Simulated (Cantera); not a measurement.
Input: 1 mol HF, 2.8 mol H₂O, 0.39 mol H₂, held at 400 °C and 15.0 Pa.

Method: chemical equilibrium by Gibbs-energy minimisation in Cantera with the NASA 1993 tables (ideal gas, pure condensed phases). Candidate condensed phases: H₂O; 22 gas species. Equilibrium is a limit: real reactors are often held back by kinetics, nucleation or transport.

Task: What is the equilibrium state?

Result: 
```
Property        Value
----------  ---------
x(H₂O)          0.668
x(HF)           0.239
x(H₂)          0.0931
gas amount  4.190 mol
```
